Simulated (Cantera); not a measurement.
An isothermal, constant-pressure homogeneous reactor starts with 25.6 % C2H6, 74.4 % N2, at 1198 K and 1600 Pa.

Cantera simulation using GRI-Mech 3.0 (53 species, 325 reactions); the numbers are that mechanism's predictions, not measurements. GRI-Mech 3.0 stops at C3 and has no aromatics, soot or wall deposition, so with more carbon than oxygen in the feed, carbon stays in small species such as C2H2 where larger ones or solid carbon would form. Radical loss at walls, strong at low pressure, is not modelled.

One state of this run: x C2H6 = 0.0425; x CH4 = 0.0408; x C2H2 = 0.0122; x H = 1.31e-5; x H2 = 0.143. x: mole fraction; the columns are a selection and need not sum to one.

Task: Which value of t (s) does it belong to?
A. 0.251
B. 0.00871
C. 0.582
D. 0.0468

Result: A, 0.251
